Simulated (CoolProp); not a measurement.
Values from CoolProp's reference Helmholtz-energy equation of state, Thol 2018.

For hydrogen chloride, give the phase and the cv (kJ/(kg K)), speed of sound (m/s), Joule-Thomson coefficient (K/MPa), expansivity (1/kK) at 526.8 K and 12 MPa.


- 526.8 K and 12 MPa: supercritical; cv 0.603, speed of sound 406, Joule-Thomson coefficient 3.88, expansivity 2.70
